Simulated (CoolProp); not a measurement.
Properties of isopentane along the isotherm 292.3 K (Tc = 460.3 K, pc = 33.78 bar, ω = 0.227).

Computed with CoolProp (reference Helmholtz-energy equation of state, Lemmon 2006). It is a short technical equation, of lower accuracy than the large ones.

| p (bar) | phase | density (kg/m³) | cp (kJ/(kg K)) | Joule-Thomson coefficient (K/MPa) | isothermal compressibility (1/MPa) | fugacity coefficient |
|---|---|---|---|---|---|---|
| 0.534 | gas | 1.626 | 1.649 | 34.59 | 19.22 | 0.9754 |
| 0.863 | liquid | 620.9 | 2.244 | -0.3773 | 0.002201 | 0.8320 |
| 1.39 | liquid | 621.0 | 2.243 | -0.3776 | 0.002198 | 0.5178 |
| 2.25 | liquid | 621.1 | 2.243 | -0.3780 | 0.002194 | 0.3212 |
| 3.64 | liquid | 621.3 | 2.242 | -0.3787 | 0.002186 | 0.1999 |
| 5.88 | liquid | 621.6 | 2.241 | -0.3798 | 0.002175 | 0.1251 |
| 9.5 | liquid | 622.1 | 2.240 | -0.3816 | 0.002156 | 0.07876 |
| 15.3 | liquid | 622.8 | 2.238 | -0.3844 | 0.002127 | 0.05028 |
| 24.8 | liquid | 624.1 | 2.234 | -0.3888 | 0.002082 | 0.03245 |
| 40.1 | liquid | 626.0 | 2.228 | -0.3954 | 0.002013 | 0.02158 |
| 64.7 | liquid | 629.1 | 2.220 | -0.4051 | 0.001913 | 0.01503 |
| 105 | liquid | 633.8 | 2.208 | -0.4188 | 0.001771 | 0.01119 |
| 169 | liquid | 640.6 | 2.193 | -0.4364 | 0.001589 | 0.009369 |
